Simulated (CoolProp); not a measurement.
Vapour-liquid equilibrium of R152A (1) + isobutene (2) at -73.25 °C; x and y are mole fractions of (1).

The numbers come from the multi-fluid Helmholtz-energy mixture model, Outcalt 1996 and Lemmon 2005; pair parameters Bell 2016 in CoolProp.

```csv
x,"bubble pressure, mixture model (MPa)","bubble pressure, Raoult's law (MPa)","y, mixture model","y, Raoult's law"
0.05,0.003882,0.002875,0.334,0.105
0.2,0.005719,0.003375,0.595,0.358
0.35,0.006354,0.003875,0.661,0.546
0.5,0.006584,0.004375,[?],0.690
0.65,0.006696,0.004875,0.719,0.806
0.8,0.006712,0.005375,[?],0.899
0.95,[?],0.005874,0.906,0.977
```

**Question.** What belongs in the gaps?

**Answer.** 
- 0.5, y, mixture model: 0.692
- 0.8, y, mixture model: 0.771
- 0.95, bubble pressure, mixture model (MPa): 0.006365

The largest gap from Raoult's law is +69.5 % in bubble pressure, at x = 0.2. y crosses x between x = 0.65 and 0.8: the model has an azeotrope there.

Pair parameters are fitted to limited data, so mixtures are less certain than the pure fluids. With so large a gap from Raoult's law the liquid may split in two, which this calculation doesn't test in full.
